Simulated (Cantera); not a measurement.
An isothermal, constant-pressure homogeneous reactor starts with CH4 : N2 = 1 : 5.2 (molar parts), at 1225 K and 100000 Pa. Integrator tolerance rtol = 1e-08.

Model: GRI-Mech 3.0 (53 species, 325 reactions), integrated in Cantera. GRI-Mech 3.0 stops at C3 and has no aromatics, soot or wall deposition, so with more carbon than oxygen in the feed, carbon stays in small species such as C2H2 where larger ones or solid carbon would form.

What does this change do: temperature 1225 to 1425 K?


```tsv
quantity	before	after
x(CH4) at 70.0 s	0.153 (gas-phase equilibrium 0.0865)	0.0302 (gas-phase equilibrium 0.0234)
x(H2) at 70.0 s	0.0104 (gas-phase equilibrium 0.0909)	0.165 (gas-phase equilibrium 0.176)
x(CH2) at 70.0 s	<1e-12 (gas-phase equilibrium <1e-12)	1.30e-10 (gas-phase equilibrium 9.44e-11)
x(C2H) at 70.0 s	<1e-12 (gas-phase equilibrium 2.31e-12)	1.00e-9 (gas-phase equilibrium 4.84e-10)
x(H) at 70.0 s	6.97e-9 (gas-phase equilibrium 9.46e-8)	2.79e-6 (gas-phase equilibrium 2.88e-6)
```
